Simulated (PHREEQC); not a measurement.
**Ultrapure water in contact with air or piping (model solution)**

Model water analysis in mg/L, 25 °C, pH 6.62, pe 0.1: Na 0.0789; K 0.0681; Ca 0.291; Mg 0.0354; Cl 0.223; S(6) as SO4 0.284; Alkalinity as HCO3 1.91; F 0.00977.

Valence states are taken as typed.

Computed with PHREEQC (ion-association model, wateq4f.dat).

No solid was allowed to form.

Question: Estimate the charge-balance error.

Answer: charge-balance error -31.9 %.

Question: In which forms is C present?

Answer: HCO3- 65 %, CO2 35 % of the C.
